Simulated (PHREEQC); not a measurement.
0.051 g of hydrous ferric oxide (600 m²/g; 0.2 weak and 0.005 strong sites per Fe, Dzombak-Morel constants, diffuse double layer) in 1 kg of water with 0.05 mol/kgw of an inert sodium salt and 7e-05 mol NiCl2 and 1.1e-05 mol PbCl2, at 25 °C; the pH is set by adding NaOH or the inert anion's acid. O2 is buffered at 0.21 atm. The system is closed to CO2. Precipitation was switched off in this run.

Base run: PHREEQC, ion-association model, wateq4f.dat. Each further column changes one thing. The table gives Pb sorbed (%).

```json
[
 {"pH": "4", "base": "11.6", "no electrostatic term (-no_edl)": "13.0", "background salt from 0.05 to 0.005 mol/kgw": "11.8", "oxide from 0.051 to 0.26 g/kgw": "44.5", "6e-05 mol/kgw Na2SO4 added": "12.7"},
 {"pH": "4.38", "base": "20.5", "no electrostatic term (-no_edl)": "22.0", "background salt from 0.05 to 0.005 mol/kgw": "20.3", "oxide from 0.051 to 0.26 g/kgw": "73.0", "6e-05 mol/kgw Na2SO4 added": "21.5"},
 {"pH": "5.12", "base": "28.6", "no electrostatic term (-no_edl)": "32.0", "background salt from 0.05 to 0.005 mol/kgw": "28.3", "oxide from 0.051 to 0.26 g/kgw": "97.0", "6e-05 mol/kgw Na2SO4 added": "29.4"},
 {"pH": "5.5", "base": "37.7", "no electrostatic term (-no_edl)": "50.9", "background salt from 0.05 to 0.005 mol/kgw": "36.7", "oxide from 0.051 to 0.26 g/kgw": "99.2", "6e-05 mol/kgw Na2SO4 added": "40.5"},
 {"pH": "6.25", "base": "82.4", "no electrostatic term (-no_edl)": "95.0", "background salt from 0.05 to 0.005 mol/kgw": "81.8", "oxide from 0.051 to 0.26 g/kgw": "99.9", "6e-05 mol/kgw Na2SO4 added": "85.3"},
 {"pH": "6.62", "base": "94.5", "no electrostatic term (-no_edl)": "98.8", "background salt from 0.05 to 0.005 mol/kgw": "94.6", "oxide from 0.051 to 0.26 g/kgw": "99.9", "6e-05 mol/kgw Na2SO4 added": "95.3"},
 {"pH": "7.38", "base": "99.4", "no electrostatic term (-no_edl)": "99.9", "background salt from 0.05 to 0.005 mol/kgw": "99.4", "oxide from 0.051 to 0.26 g/kgw": "100.0", "6e-05 mol/kgw Na2SO4 added": "99.4"},
 {"pH": "7.75", "base": "99.6", "no electrostatic term (-no_edl)": "99.9", "background salt from 0.05 to 0.005 mol/kgw": "99.6", "oxide from 0.051 to 0.26 g/kgw": "100.0", "6e-05 mol/kgw Na2SO4 added": "99.6"},
 {"pH": "8.5", "base": "99.6", "no electrostatic term (-no_edl)": "100.0", "background salt from 0.05 to 0.005 mol/kgw": "99.5", "oxide from 0.051 to 0.26 g/kgw": "100.0", "6e-05 mol/kgw Na2SO4 added": "99.6"},
 {"pH": "8.88", "base": "99.4", "no electrostatic term (-no_edl)": "99.9", "background salt from 0.05 to 0.005 mol/kgw": "99.0", "oxide from 0.051 to 0.26 g/kgw": "100.0", "6e-05 mol/kgw Na2SO4 added": "99.4"},
 {"pH": "9.62", "base": "97.4", "no electrostatic term (-no_edl)": "99.7", "background salt from 0.05 to 0.005 mol/kgw": "96.7", "oxide from 0.051 to 0.26 g/kgw": "100.0", "6e-05 mol/kgw Na2SO4 added": "97.4"},
 {"pH": "10", "base": "96.2", "no electrostatic term (-no_edl)": "98.8", "background salt from 0.05 to 0.005 mol/kgw": "95.8", "oxide from 0.051 to 0.26 g/kgw": "100.0", "6e-05 mol/kgw Na2SO4 added": "96.2"}
]
```

In at least one series the solution becomes supersaturated in solids that the run did not let form, among them Ni(OH)2.
